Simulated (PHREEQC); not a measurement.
Make-up at 85 °C: 130 mmol/kgw NaBF4. Closed to the air; pH follows from the charge balance.

Model: ion-association model, wateq4f.dat, run in PHREEQC.

Each row changes one thing in this solution. No solid was allowed to form.

```tsv
case	pH	ionic strength (mol/kgw)
as made	2.84	0.132
NaBF4 from 0.13 to 0.065 mol/kgw	2.94	0.0663
NaBF4 replaced by NaI at the same molality	6.24	0.130
diluted 100-fold with water	3.37	0.00175
NaBF4 replaced by KHF2 at the same molality	3.56	0.130
diluted 5-fold with water	3.06	0.0270
0.0075 mol/kgw HNO3 added	2.37	0.135
temperature from 85 to 45 °C	2.71	0.132
temperature from 85 to 40 °C	2.71	0.132
```

Constants without temperature data keep their 25 °C values here. Real BF4- forms and hydrolyses slowly; the run takes it at equilibrium.
